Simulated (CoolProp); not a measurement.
Vapour pressure (MPa) of CH2F2 (R32): the reference equation beside estimates from Tc = 351.3 K, pc = 5.783 MPa, ω = 0.277. Clausius-Clapeyron is anchored at 211.1 K with a constant enthalpy of vaporisation of 20.44 kJ/mol.

Values from CoolProp's reference Helmholtz-energy equation of state, Tillner-Roth 1997.

| T (K) | reference | Lee-Kesler | Clausius-Clapeyron | van der Waals | Redlich-Kwong | Soave-Redlich-Kwong | Peng-Robinson |
|---|---|---|---|---|---|---|---|
| 201 | 0.03150 | 0.02937 | 0.03224 | 0.3800 | 0.07071 | 0.02978 | 0.03083 |
| 206.1 | 0.04320 | 0.04074 | 0.04363 | 0.4411 | (withheld) | 0.04120 | 0.04238 |
| 211.1 | 0.05788 | 0.05516 | 0.05788 | 0.5071 | 0.1205 | 0.05564 | 0.05692 |
| 216.2 | 0.07676 | 0.07387 | 0.07617 | 0.5811 | 0.1540 | 0.07435 | (withheld) |
| 221.2 | 0.09979 | 0.09687 | 0.09849 | 0.6605 | 0.1934 | 0.09730 | 0.09857 |
| 226.3 | 0.1287 | 0.1259 | 0.1265 | 0.7486 | 0.2408 | 0.1262 | 0.1273 |
| 231.3 | 0.1630 | 0.1606 | 0.1600 | 0.8423 | 0.2952 | 0.1608 | 0.1616 |
| 236.4 | 0.2051 | 0.2033 | 0.2012 | 0.9456 | 0.3596 | 0.2034 | 0.2037 |
| 241.5 | 0.2553 | 0.2544 | 0.2507 | 1.057 | (withheld) | 0.2543 | 0.2540 |
| 246.5 | 0.3133 | 0.3135 | 0.3081 | 1.174 | 0.5165 | 0.3133 | 0.3122 |
| 251.6 | 0.3825 | 0.3842 | 0.3772 | 1.302 | 0.6122 | 0.3840 | 0.3818 |
| 256.6 | 0.4613 | 0.4647 | 0.4563 | 1.436 | 0.7176 | 0.4645 | (withheld) |
| 261.7 | 0.5539 | 0.5593 | 0.5499 | 1.582 | 0.8379 | 0.5594 | 0.5543 |

Question: Fill in the missing entries.

Answer: 
- 206.1, Redlich-Kwong: 0.09329
- 216.2, Peng-Robinson: 0.07566
- 241.5, Redlich-Kwong: 0.4337
- 256.6, Peng-Robinson: 0.4610

Absolute difference from the reference over all 13 rows, mean and median: Lee-Kesler 2.4 and 1.5 %, Clausius-Clapeyron 1.3 and 1.4 %, van der Waals 500.6 and 416.7 %, Redlich-Kwong 83.7 and 81.1 %, Soave-Redlich-Kwong 2.0 and 1.3 %, Peng-Robinson 0.9 and 0.9 %.
